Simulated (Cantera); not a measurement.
A perfectly stirred reactor is fed with 56.8 % C₂H₆, 43.2 % N₂, at 0.109 atm; it is held at 1025 K, and followed from long to short residence time.

Cantera simulation using GRI-Mech 3.0 (53 species, 325 reactions); the numbers are that mechanism's predictions, not measurements. GRI-Mech 3.0 stops at C3 and has no aromatics, soot or wall deposition, so with more carbon than oxygen in the feed, carbon stays in small species such as C2H2 where larger ones or solid carbon would form.

### Question
Predict: x(C₂H₆) at τ = 0.550 s; x(C₂H₂) at τ = 0.550 s; x(H₂) at τ = 0.550 s; x(C₂H₄) at τ = 0.550 s; x(C₂H₆) at τ = 10.0 ms; x(C₂H₂) at τ = 10.0 ms; x(H₂) at τ = 10.0 ms; x(C₂H₄) at τ = 10.0 ms.

### Answer
```
Item                       Value
----------------------  --------
x(C₂H₆) at τ = 0.550 s     0.420
x(C₂H₂) at τ = 0.550 s  0.000564
x(H₂) at τ = 0.550 s      0.0908
x(C₂H₄) at τ = 0.550 s    0.0920
x(C₂H₆) at τ = 10.0 ms     0.567
x(C₂H₂) at τ = 10.0 ms   1.02e-7
x(H₂) at τ = 10.0 ms    0.000754
x(C₂H₄) at τ = 10.0 ms  0.000759
```
